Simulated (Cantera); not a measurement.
What does this Cantera script print?

```python
import numpy as np
import cantera as ct

gas = ct.Solution("gri30.yaml")


def delay(T, t_max=10):
    gas.TPX = T, 1000000, {'CH4': 1, 'O2': 2.6, 'N2': 17.9}
    reactor = ct.IdealGasConstPressureReactor(gas, clone=False)
    net = ct.ReactorNet([reactor])
    net.rtol, net.atol = 1e-8, 1e-16
    while net.time < t_max:
        t_old, T_old = net.time, reactor.T
        net.step()
        if reactor.T > T + 400:  # ignition: a rise of 400 K
            return t_old + (T + 400 - T_old) / (reactor.T - T_old) * (net.time - t_old)
    return np.nan


taus = []
for T in [1250, 1325, 1400, 1475, 1550, 1625, 1700, 1775]:
    taus.append(delay(T))
    print(f"T0 = {T:6g} K   tau = {taus[-1]:.4e} s")
```

Result:

```
T0 =   1250 K   tau = 4.0736e-03 s
T0 =   1325 K   tau = 1.7672e-03 s
T0 =   1400 K   tau = 8.0387e-04 s
T0 =   1475 K   tau = 3.8026e-04 s
T0 =   1550 K   tau = 1.8660e-04 s
T0 =   1625 K   tau = 9.5347e-05 s
T0 =   1700 K   tau = 5.1100e-05 s
T0 =   1775 K   tau = 2.8896e-05 s
```

Cantera simulation using GRI-Mech 3.0 (53 species, 325 reactions); the numbers are that mechanism's predictions, not measurements.
